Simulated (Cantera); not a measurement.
Input: 1 mol C₂H₆, 0.057 mol NH₃, held at 2975 K and 0.900 Torr.

Equilibrium computed with Cantera from the NASA thermochemical tables; the gas is ideal and each condensed phase is pure. Candidate condensed phases: C, C₆H₆, C₇H₈, C₈H₁₈; 92 gas species. Rates play no part.

Base state: H 0.835, C₃ 0.0778, H₂ 0.0392, C 0.0243, C₂ 0.0107, C₂H 0.00428, CN 0.00274, N₂ 0.00212 (mole fractions); condensed: gas only.

What changes in the equilibrium state with this change: temperature from 2975 K to 2275 K?


```json
[
 {"species": "H₂", "before": "0.0392", "after": "0.772"},
 {"species": "H", "before": "0.835", "after": "0.215"},
 {"species": "N₂", "before": "0.00212", "after": "0.00666"},
 {"species": "C₃", "before": "0.0778", "after": "8.73e-6"},
 {"species": "C₂", "before": "0.0107", "after": "7.72e-7"},
 {"species": "C", "before": "0.0243", "after": "4.62e-6"},
 {"species": "C₄", "before": "0.000179", "after": "2.02e-9"},
 {"species": "C₅", "before": "0.000706", "after": "8.88e-9"},
 {"species": "CH", "before": "7.80e-5", "after": "3.07e-7"},
 {"species": "N", "before": "1.57e-5", "after": "6.98e-8"},
 {"species": "C₂H", "before": "0.00428", "after": "3.47e-5"},
 {"species": "C(graphite), mol", "before": "0", "after": "1.97"}
]
```
